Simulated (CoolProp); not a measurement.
Model: reference Helmholtz-energy equation of state, Thol 2018, in CoolProp.

Give the vapour pressure (kPa), liquid density (kg/m³), vapour Z of saturated hydrogen chloride at 276.4, 293.8, 305.3 K.


| T (K) | p (kPa) | liquid density (kg/m³) | vapour Z |
|---|---|---|---|
| 276.4 | 2820 | 915 | 0.731 |
| 293.8 | 4290 | 833 | 0.637 |
| 305.3 | 5550 | 764 | 0.556 |
